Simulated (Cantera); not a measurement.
Cantera run:

```python
import numpy as np
import cantera as ct

gas_names = [...]  # 87 gases of nasa_gas.yaml made of C, H, Si
cond_names = """
    C(gr) C6H6(L) C7H8(L) C8H18(L),n-octa Si(cr) Si(L) SiC(b)
""".split()


# ... load() reads the species with a 1 bar reference pressure and builds the phases ...
atoms = {
    'SiH4': {'Si': 1, 'H': 4},
    'CH4': {'C': 1, 'H': 4},
    'H2': {'H': 2},
}
top_T = {'C(gr)': 4500, 'SiC(b)': 3050}  # K; cautious upper limits of use, not melting points


# ... equilibrate(T, P, feed) seeds the gas with the atoms and calls Mixture.equilibrate('TP', solver="vcs", rtol=1e-11, max_steps=5000) ...
results = []
feed = {'SiH4': 1, 'CH4': 0.011, 'H2': 240}  # mol
T = 973  # K
P = 37000  # Pa
mix = equilibrate(T, P, feed)
results.append((T, P, feed, dict(zip(mix.species_names, mix.species_moles))))
print(gas.report(threshold=1e-06))
for i in range(1, mix.n_phases):
    print(f"{mix.phase(i).name:16s} {mix.phase_moles(i):12.5e} mol")
```

Output:

```
       temperature   973 K
          pressure   37000 Pa
           density   0.0092213 kg/m^3
  mean mol. weight   2.0162 kg/kmol
   phase of matter   gas

                          1 kg             1 kmol
                     ---------------   ---------------
          enthalpy        9.8558e+06        1.9871e+07  J
   internal energy        5.8434e+06        1.1781e+07  J
           entropy             86142        1.7368e+05  J/K
    Gibbs function        -7.396e+07       -1.4912e+08  J
 heat capacity c_p             14953             30147  J/K
 heat capacity c_v             10829             21833  J/K

                      mass frac. Y      mole frac. X     chem. pot. / RT
                     ---------------   ---------------   ---------------
               CH4        0.00011556        1.4523e-05           -46.442
                H2           0.99988           0.99999           -18.432
     [  +85 minor]        2.2483e-06        1.4287e-07

C(gr)             0.00000e+00 mol
Si(cr)            9.92481e-01 mol
SiC(b)            7.48524e-03 mol
```

These are equilibrium values from Cantera (NASA tables, ideal gas, pure condensed phases), not measurements of a reactor.
